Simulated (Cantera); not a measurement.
Input (Python, Cantera) and output of one run.

```python
import numpy as np
import cantera as ct

gas_names = """
    CL CL2 H HCL H2 Si SiCL SiCL2 SiCL3 SiCL4 SiH SiHCL3 SiH2 SiH2CL2 SiH3 SiH3CL SiH4 Si2 Si3
""".split()
cond_names = """
    Si(cr) Si(L)
""".split()


# ... load() reads the species with a 1 bar reference pressure and builds the phases ...
atoms = {
    'Si': {'Si': 1},
    'HCl': {'H': 1, 'CL': 1},
    'H2': {'H': 2},
}
top_T = {}  # K; cautious upper limits of use, not melting points


# ... equilibrate(T, P, feed) seeds the gas with the atoms and calls Mixture.equilibrate('TP', solver="gibbs", rtol=1e-10, max_steps=50000) ...
results = []
feed = {'Si': 1, 'HCl': 3, 'H2': 0.6}  # mol
for P in [1, 3.2, 10, 32, 100, 320, 1000, 3200, 10000, 32000, 100000]:
    for T in [1000, 1025, 1050, 1075, 1100, 1125, 1150, 1175, 1200, 1225, 1250, 1275, 1300, 1325]:
        mix = equilibrate(T, P, feed)
        results.append((T, P, feed, dict(zip(mix.species_names, mix.species_moles))))

for T, P, feed, n in results:
    print(f"{T:7g} {P:10.4g}  " + (" + ".join(c for c in cond_names if n.get(c, 0) > 1e-12) or "gas only"))
```

Result:

```
   1000          1  Si(cr)
   1025          1  Si(cr)
   1050          1  Si(cr)
   1075          1  Si(cr)
   1100          1  Si(cr)
   1125          1  Si(cr)
   1150          1  gas only
   1175          1  gas only
   1200          1  gas only
   1225          1  gas only
   1250          1  gas only
   1275          1  gas only
   1300          1  gas only
   1325          1  gas only
   1000        3.2  Si(cr)
   1025        3.2  Si(cr)
   1050        3.2  Si(cr)
   1075        3.2  Si(cr)
   1100        3.2  Si(cr)
   1125        3.2  Si(cr)
   1150        3.2  Si(cr)
   1175        3.2  gas only
   1200        3.2  gas only
   1225        3.2  gas only
   1250        3.2  gas only
   1275        3.2  gas only
   1300        3.2  gas only
   1325        3.2  gas only
   1000         10  Si(cr)
   1025         10  Si(cr)
   1050         10  Si(cr)
   1075         10  Si(cr)
   1100         10  Si(cr)
   1125         10  Si(cr)
   1150         10  Si(cr)
   1175         10  Si(cr)
   1200         10  gas only
   1225         10  gas only
   1250         10  gas only
   1275         10  gas only
   1300         10  gas only
   1325         10  gas only
   1000         32  Si(cr)
   1025         32  Si(cr)
   1050         32  Si(cr)
   1075         32  Si(cr)
   1100         32  Si(cr)
   1125         32  Si(cr)
   1150         32  Si(cr)
   1175         32  Si(cr)
   1200         32  Si(cr)
   1225         32  Si(cr)
   1250         32  gas only
   1275         32  gas only
   1300         32  gas only
   1325         32  gas only
   1000        100  Si(cr)
   1025        100  Si(cr)
   1050        100  Si(cr)
   1075        100  Si(cr)
   1100        100  Si(cr)
   1125        100  Si(cr)
   1150        100  Si(cr)
   1175        100  Si(cr)
   1200        100  Si(cr)
   1225        100  Si(cr)
   1250        100  Si(cr)
   1275        100  Si(cr)
   1300        100  gas only
   1325        100  gas only
   1000        320  Si(cr)
   1025        320  Si(cr)
   1050        320  Si(cr)
   1075        320  Si(cr)
   1100        320  Si(cr)
   1125        320  Si(cr)
   1150        320  Si(cr)
   1175        320  Si(cr)
   1200        320  Si(cr)
   1225        320  Si(cr)
   1250        320  Si(cr)
   1275        320  Si(cr)
   1300        320  Si(cr)
   1325        320  Si(cr)
   1000       1000  Si(cr)
   1025       1000  Si(cr)
   1050       1000  Si(cr)
   1075       1000  Si(cr)
   1100       1000  Si(cr)
   1125       1000  Si(cr)
   1150       1000  Si(cr)
   1175       1000  Si(cr)
   1200       1000  Si(cr)
   1225       1000  Si(cr)
   1250       1000  Si(cr)
   1275       1000  Si(cr)
   1300       1000  Si(cr)
   1325       1000  Si(cr)
   1000       3200  Si(cr)
   1025       3200  Si(cr)
   1050       3200  Si(cr)
   1075       3200  Si(cr)
   1100       3200  Si(cr)
   1125       3200  Si(cr)
   1150       3200  Si(cr)
   1175       3200  Si(cr)
   1200       3200  Si(cr)
   1225       3200  Si(cr)
   1250       3200  Si(cr)
   1275       3200  Si(cr)
   1300       3200  Si(cr)
   1325       3200  Si(cr)
   1000      1e+04  Si(cr)
   1025      1e+04  Si(cr)
   1050      1e+04  Si(cr)
   1075      1e+04  Si(cr)
   1100      1e+04  Si(cr)
   1125      1e+04  Si(cr)
   1150      1e+04  Si(cr)
   1175      1e+04  Si(cr)
   1200      1e+04  Si(cr)
   1225      1e+04  Si(cr)
   1250      1e+04  Si(cr)
   1275      1e+04  Si(cr)
   1300      1e+04  Si(cr)
   1325      1e+04  Si(cr)
   1000    3.2e+04  Si(cr)
   1025    3.2e+04  Si(cr)
   1050    3.2e+04  Si(cr)
   1075    3.2e+04  Si(cr)
   1100    3.2e+04  Si(cr)
   1125    3.2e+04  Si(cr)
   1150    3.2e+04  Si(cr)
   1175    3.2e+04  Si(cr)
   1200    3.2e+04  Si(cr)
   1225    3.2e+04  Si(cr)
   1250    3.2e+04  Si(cr)
   1275    3.2e+04  Si(cr)
   1300    3.2e+04  Si(cr)
   1325    3.2e+04  Si(cr)
   1000      1e+05  Si(cr)
   1025      1e+05  Si(cr)
   1050      1e+05  Si(cr)
   1075      1e+05  Si(cr)
   1100      1e+05  Si(cr)
   1125      1e+05  Si(cr)
   1150      1e+05  Si(cr)
   1175      1e+05  Si(cr)
   1200      1e+05  Si(cr)
   1225      1e+05  Si(cr)
   1250      1e+05  Si(cr)
   1275      1e+05  Si(cr)
   1300      1e+05  Si(cr)
   1325      1e+05  Si(cr)
```

These are equilibrium values from Cantera (NASA tables, ideal gas, pure condensed phases), not measurements of a reactor. The tables' values for SiCl3 are old estimates.
